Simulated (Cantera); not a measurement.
A Cantera script and its output.

```python
import numpy as np
import cantera as ct

gas = ct.Solution("gri30.yaml")
gas.TPX = 1775, 25000, {'CH4': 1, 'O2': 1.33, 'N2': 5.01, 'H2O': 0.26, 'H2': 0.048}
reactor = ct.IdealGasReactor(gas, energy="on", clone=False)
net = ct.ReactorNet([reactor])
net.rtol, net.atol = 1e-08, 1e-16
show = ['CH4', 'O2', 'H2O', 'CH2O', 'C2H4']
times = np.geomspace(2e-06, 0.7, 12)

steps = ct.SolutionArray(gas, extra=["t"])
rows = []
print(f"{'t/s':>10s}{'T/K':>9s}{'P/Pa':>11s}" + "".join(f"{s:>11s}" for s in show))
for t in times:
    while net.time < t:
        t_next = net.step()
        steps.append(gas.state, t=t_next)
    rows.append([np.interp(t, steps.t, y) for y in (steps.T, steps.P, *steps(*show).X.T)])
    print(f"{t:10.3e}{rows[-1][0]:9.1f}{rows[-1][1]:11.4g}" + "".join(f"{x:11.3e}" for x in rows[-1][2:]))
rate = np.gradient(steps.T, steps.t)
print("integrator steps:", len(steps.t))
if steps.T.max() > steps.T[0] + 200:
    print(f"time of steepest temperature rise: {steps.t[rate.argmax()]:.4e} s")
gas.TPX = 1775, 25000, {'CH4': 1, 'O2': 1.33, 'N2': 5.01, 'H2O': 0.26, 'H2': 0.048}
gas.equilibrate("UV")
print(f"equilibrium (UV): T = {gas.T:.1f} K  " + "  ".join(f"{s} {gas[s].X[0]:.3e}" for s in show))
```

It prints:

```
       t/s      T/K       P/Pa        CH4         O2        H2O       CH2O       C2H4
 2.000e-06   1775.0    2.5e+04  1.307e-01  1.739e-01  3.400e-02  1.793e-08  4.876e-12
 6.383e-06   1774.9    2.5e+04  1.307e-01  1.739e-01  3.400e-02  2.531e-07  5.531e-10
 2.037e-05   1774.6    2.5e+04  1.307e-01  1.739e-01  3.401e-02  3.230e-06  3.770e-08
 6.502e-05   1774.0  2.499e+04  1.304e-01  1.738e-01  3.412e-02  4.314e-05  2.093e-06
 2.075e-04   1775.6  2.503e+04  1.274e-01  1.724e-01  3.566e-02  6.996e-04  1.745e-04
 6.623e-04   2862.5   4.57e+04  7.732e-14  4.901e-03  1.578e-01  1.484e-09  2.493e-21
 2.114e-03   2825.8  4.521e+04  5.632e-14  4.836e-03  1.556e-01  1.323e-09  1.629e-21
 6.746e-03   2822.9  4.516e+04  5.798e-14  4.658e-03  1.553e-01  1.332e-09  1.689e-21
 2.153e-02   2822.8  4.516e+04  5.801e-14  4.656e-03  1.553e-01  1.333e-09  1.690e-21
 6.872e-02   2822.8  4.516e+04  5.801e-14  4.656e-03  1.553e-01  1.333e-09  1.690e-21
 2.193e-01   2822.8  4.516e+04  5.801e-14  4.656e-03  1.553e-01  1.333e-09  1.690e-21
 7.000e-01   2822.8  4.516e+04  5.801e-14  4.656e-03  1.553e-01  1.333e-09  1.690e-21
integrator steps: 1619
time of steepest temperature rise: 4.2761e-04 s
equilibrium (UV): T = 2822.8 K  CH4 7.153e-14  O2 4.656e-03  H2O 1.553e-01  CH2O 1.333e-09  C2H4 1.812e-21
```

Computed with Cantera and GRI-Mech 3.0 (53 species, 325 reactions).
